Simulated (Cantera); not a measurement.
# Equilibrium for silicon epitaxy and polysilicon growth: SiHCl3 + H2

Feed: 1 mol SiHCl3, 4.5 mol H2, held at 948.15 K.

Cantera equilibrium calculation (NASA polynomials, part measured and part estimated; ideal gas, pure solids and liquids). Candidate condensed phases: Si; 19 gas species. The tables' values for SiCl3 are old estimates; treat these amounts as uncertain. Rates play no part.

| P (Pa) | log p H2 | log p SiCl4 | log p SiHCl3 | log p HCl | log p SiH2Cl2 | n Si(s) |
|---|---|---|---|---|---|---|
| 100 | -3.08 | -3.97 | -4.99 | -4.40 | -7.01 | 0.280 |
| 350 | -2.53 | -3.42 | -4.30 | -3.99 | -6.19 | 0.264 |
| 1300 | -1.96 | -2.85 | -3.59 | -3.56 | -5.33 | 0.247 |
| 4500 | -1.42 | -2.32 | -2.93 | -3.16 | -4.53 | 0.230 |
| 16000 | -0.87 | -1.79 | -2.25 | -2.75 | -3.71 | 0.211 |
| 56000 | -0.32 | -1.28 | -1.60 | -2.35 | -2.91 | 0.189 |
| 200000 | 0.23 | -0.77 | -0.94 | -1.95 | -2.10 | 0.164 |
log p: log10 of the partial pressure in bar; n: condensed amount in mol.

From 0.750 Torr to 1500 Torr the condensed part is Si(s). The main Si-bearing gas is SiCl4 throughout. The share of Si in condensed phases is highest at 0.750 Torr (28.0 %) and lowest at 1500 Torr (16.4 %).
